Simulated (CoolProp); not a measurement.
A single-stage vapour-compression cycle with hydrogen sulfide: evaporating at 210.15 K (dew point), condensing at 279.15 K (bubble point), superheat 10 K, subcooling 5 K, compressor efficiency 0.75, no pressure losses. Each further row changes one setting.

Computed with CoolProp (reference Helmholtz-energy equation of state, Lemmon 2006). It is a short technical equation, of lower accuracy than the large ones.

```tsv
case	cooling COP	pressure ratio	discharge temperature (K)	refrigerating effect (kJ/kg)	volumetric capacity (kJ/m³)
as stated	1.66	13.9	478.0	430	718
evaporating temperature 215.15 K	1.88	10.8	456.1	434	918
condensing temperature 274.15 K	1.83	12.1	460.3	440	736
subcooling 10 K	1.70	13.9	478.0	440	736
superheat 20 K	1.62	13.9	498.1	440	702
compressor efficiency 0.65	1.44	13.9	513.6	430	718
```
